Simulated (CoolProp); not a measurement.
A Linde-Hampson liquefier for CF4 (R14): isothermal reversible compression at 280 K from 1 atm to 15 MPa, throttling to 1 atm, return gas leaving the recuperator 2 K below the feed. Each further row changes one setting.

Values from CoolProp's reference Helmholtz-energy equation of state, Platzer 1990. This equation is an older, rougher fit; its heat capacities, sound speeds and derivatives of the liquid may be far off and weren't checked against measurements.

```csv
case,liquid yield per pass,compression work (kJ/kg of gas)
as stated,0.304,116
high pressure 30 MPa,[?],[?]
warm-end temperature 310 K,0.215,[?]
warm-end gap 7 K,[?],116
```

Fill in the missing entries.


- high pressure 30 MPa, liquid yield per pass: 0.340
- high pressure 30 MPa, compression work (kJ/kg of gas): 131
- warm-end temperature 310 K, compression work (kJ/kg of gas): 135
- warm-end gap 7 K, liquid yield per pass: 0.293
